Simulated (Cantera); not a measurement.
Input: 1 mol SiH4, 0.73 mol O3, 15 mol H2, at 1330 Pa.

Method: chemical equilibrium by Gibbs-energy minimisation in Cantera with the NASA 1993 tables (ideal gas, pure condensed phases). Candidate condensed phases: H2O, Si, SiO2; 18 gas species. The tables hold silica as quartz up to 1696 K and as liquid above; real silica turns to tridymite and cristobalite and melts near 1996 K. Rates play no part.

Question: Which condensed phases are stable at each of these points (T (K)): 948, 1048, 1148, 1248, 1348, 1448, 1548, 1648, 1748, 1848?

Answer: 
| T (K) | condensed phases | Si condensed (%) |
|---|---|---|
| 948 | SiO2(β-quartz) | 100.0 |
| 1048 | SiO2(β-quartz) | 100.0 |
| 1148 | SiO2(β-quartz) | 100.0 |
| 1248 | SiO2(β-quartz) | 100.0 |
| 1348 | SiO2(β-quartz) | 100.0 |
| 1448 | SiO2(β-quartz) | 100.0 |
| 1548 | SiO2(β-quartz) | 99.9 |
| 1648 | SiO2(β-quartz) | 99.1 |
| 1748 | SiO2(condensed) | 93.5 |
| 1848 | SiO2(condensed) | 74.0 |

From 948 K to 1648 K the condensed part is SiO2(β-quartz). From 1748 K to 1848 K the condensed part is SiO2(condensed).
